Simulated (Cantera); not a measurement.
## Equilibrium for aluminium and copper etching: Al + Cl2

Feed: 1 mol Al, 1.5 mol Cl2, equilibrated at 1.33 mbar.

Equilibrium computed with Cantera from the NASA thermochemical tables; the gas is ideal and each condensed phase is pure. Candidate condensed phases: Al, AlCl3; 8 gas species. The tables' values for AlCl2 are old estimates; treat these amounts as uncertain. Equilibrium is a limit: real reactors are often held back by kinetics, nucleation or transport.

| T (K) | x AlCl3 | x Al2Cl6 | x Cl | x AlCl2 | x AlCl | x Cl2 |
|---|---|---|---|---|---|---|
| 850 | 0.998 | 0.00156 | 1.04e-8 | 1.08e-8 | <1e-12 | 1.85e-10 |
| 900 | 0.999 | 0.000624 | 5.55e-8 | 5.70e-8 | 1.18e-12 | 7.53e-10 |
| 950 | 1.000 | 0.000275 | 2.49e-7 | 2.54e-7 | 1.40e-11 | 2.63e-9 |
| 1000 | 1.000 | 0.000133 | 9.57e-7 | 9.73e-7 | 1.30e-10 | 8.09e-9 |
| 1050 | 1.000 | 6.88e-5 | 3.24e-6 | 3.28e-6 | 9.73e-10 | 2.23e-8 |
| 1100 | 1.000 | 3.80e-5 | 9.80e-6 | 9.90e-6 | 6.09e-9 | 5.57e-8 |
| 1150 | 1.000 | 2.22e-5 | 2.69e-5 | 2.71e-5 | 3.25e-8 | 1.29e-7 |
| 1200 | 1.000 | 1.36e-5 | 6.80e-5 | 6.83e-5 | 1.51e-7 | 2.76e-7 |
| 1250 | 1.000 | 8.71e-6 | 0.000160 | 0.000160 | 6.17e-7 | 5.58e-7 |
| 1300 | 0.999 | 5.78e-6 | 0.000351 | 0.000349 | 2.27e-6 | 1.07e-6 |
| 1350 | 0.999 | 3.97e-6 | 0.000729 | 0.000718 | 7.54e-6 | 1.95e-6 |
| 1400 | 0.997 | 2.80e-6 | 0.00144 | 0.00140 | 2.29e-5 | 3.42e-6 |
x: gas mole fraction; nothing condenses.

From 850 K to 1400 K nothing is condensed. The main Al-bearing gas is AlCl3 throughout.
